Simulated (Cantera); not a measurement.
Charge: 1 mol Al(CH3)3, 21 mol O2, 530 mol H2, held at 1477 °C and 1.30 mbar.

These are equilibrium values from Cantera (NASA tables, ideal gas, pure condensed phases), not measurements of a reactor. Candidate condensed phases: Al, Al2O3, C, C6H6, C7H8, C8H18, H2O; 121 gas species. The feed counts by its element totals alone. Kinetics and transport are ignored.

### Question
What is the equilibrium state?

### Answer
```
Property                                    Value
--------------------------------------  ---------
x(H2)                                       0.919
x(H2O)                                     0.0694
x(H)                                      0.00618
x(CO)                                     0.00545
x(CO2)                                   0.000114
x(OH)                                     2.74e-5
n(Al2O3(s))                             0.500 mol
gas amount                              539.2 mol
log10 activity of C(graphite) (absent)      -7.46
log10 activity of Al(l) (absent)            -8.24
```
